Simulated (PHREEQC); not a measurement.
Dissolve 0.0022 mol H2SO4, 0.00015 mol FeCl3 and 0.00036 mol CuCl2 per kg of water at 25 °C. Closed to the air; pH follows from the charge balance.

Equilibrium calculation in PHREEQC: ion-association model, wateq4f.dat.

**Question.** The ionic strength comes out as 0.00677 mol/kgw. What activity coefficients do SO4-2, Cl-, Fe+3, FeOH+2, FeSO4+ get?

**Answer.** SO4-2 0.71, Cl- 0.92, Fe+3 0.50, FeOH+2 0.71, FeSO4+ 0.92.

Precipitation was switched off in this run. The solution is supersaturated, for example in Hematite (slow to form), Goethite (slow to form), so a real one may precipitate; this is no full list.
